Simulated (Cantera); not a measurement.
A closed system holds: 1 mol FeS₂, 0.11 mol SO₃, 1.7 mol N₂, equilibrated at 1600 °C and 0.133 bar.

Equilibrium computed with Cantera from the NASA thermochemical tables; the gas is ideal and each condensed phase is pure. Candidate condensed phases: Fe, FeO, FeS, FeSO₄, FeS₂, Fe₂O₃, Fe₂(SO₄)₃, Fe₃O₄, S; 19 gas species. FeS: taken at fixed stoichiometry. Kinetics and transport are ignored.

Base state: N₂ 0.724, S₂ 0.195, SO₂ 0.0611, SO 0.0162, S₂O 0.00205, S 0.00158, Fe 0.000110 (mole fractions); condensed: FeS(l).

### Question
What changes in the equilibrium state with this change: temperature from 1600 °C to 975 °C?

### Answer
```csv
species,before,after
N₂,0.724,0.728
S₂,0.195,0.200
SO₂,0.0611,0.0692
SO,0.0162,0.000351
Fe,0.000110,<1e-9
S,0.00158,1.49e-6
S₂O,0.00205,0.00253
"FeS(l), mol",1.000,0
"FeS(s), mol",0,1.00
```
Gases not in the tables: S₃ to S₇.

### Question
What changes in the equilibrium state with this change: temperature from 1600 °C to 1102 °C?

### Answer
```csv
species,before,after
N₂,0.724,0.728
S₂,0.195,0.200
SO₂,0.0611,0.0689
SO,0.0162,0.00103
Fe,0.000110,<1e-9
S,0.00158,1.03e-5
S₂O,0.00205,0.00244
"FeS(l), mol",1.000,0
"FeS(s), mol",0,1.00
```
